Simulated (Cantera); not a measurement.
An adiabatic, constant-volume homogeneous reactor starts with CH4 : O2 : N2 : CO2 = 1 : 2.27 : 8.55 : 0.86 (molar parts), at 1675 K and 0.610 bar. Integrator tolerance rtol = 1e-08.

Computed with Cantera and GRI-Mech 3.0 (53 species, 325 reactions).

### Question
What does this change do: CH4 1 to 2.3 parts?

### Answer
```
quantity                                                            before                                      after
---------------------------------  ---------------------------------------  -----------------------------------------
time of steepest temperature rise                                 0.405 ms                                   0.479 ms
temperature at 0.500 s                                              2750 K                                     2719 K
equilibrium temperature                                             2750 K                                     2719 K
x(CH4) at 0.500 s                    <1e-12 (gas-phase equilibrium <1e-12)  3.29e-12 (gas-phase equilibrium 3.76e-12)
x(O2) at 0.500 s                     0.0381 (gas-phase equilibrium 0.0381)  0.000348 (gas-phase equilibrium 0.000348)
x(CO2) at 0.500 s                    0.0866 (gas-phase equilibrium 0.0866)      0.0302 (gas-phase equilibrium 0.0302)
x(CH2CO) at 0.500 s                  <1e-12 (gas-phase equilibrium <1e-12)      <1e-12 (gas-phase equilibrium <1e-12)
x(NO2) at 0.500 s                  4.03e-6 (gas-phase equilibrium 4.03e-6)    3.44e-8 (gas-phase equilibrium 3.44e-8)
x(HCO) at 0.500 s                  4.03e-8 (gas-phase equilibrium 4.03e-8)    3.85e-7 (gas-phase equilibrium 3.85e-7)
x(N2O) at 0.500 s                  6.77e-7 (gas-phase equilibrium 6.77e-7)    5.30e-8 (gas-phase equilibrium 5.30e-8)
```

### Question
What does this change do: 0.057 parts C2H6 added?

### Answer
```
quantity                                                            before                                    after
---------------------------------  ---------------------------------------  ---------------------------------------
time of steepest temperature rise                                 0.405 ms                                 0.138 ms
temperature at 0.500 s                                              2750 K                                   2779 K
equilibrium temperature                                             2750 K                                   2779 K
x(CH4) at 0.500 s                    <1e-12 (gas-phase equilibrium <1e-12)    <1e-12 (gas-phase equilibrium <1e-12)
x(O2) at 0.500 s                     0.0381 (gas-phase equilibrium 0.0381)    0.0306 (gas-phase equilibrium 0.0306)
x(CO2) at 0.500 s                    0.0866 (gas-phase equilibrium 0.0866)    0.0826 (gas-phase equilibrium 0.0826)
x(CH2CO) at 0.500 s                  <1e-12 (gas-phase equilibrium <1e-12)    <1e-12 (gas-phase equilibrium <1e-12)
x(NO2) at 0.500 s                  4.03e-6 (gas-phase equilibrium 4.03e-6)  3.30e-6 (gas-phase equilibrium 3.30e-6)
x(HCO) at 0.500 s                  4.03e-8 (gas-phase equilibrium 4.03e-8)  5.93e-8 (gas-phase equilibrium 5.93e-8)
x(N2O) at 0.500 s                  6.77e-7 (gas-phase equilibrium 6.77e-7)  6.31e-7 (gas-phase equilibrium 6.31e-7)
```
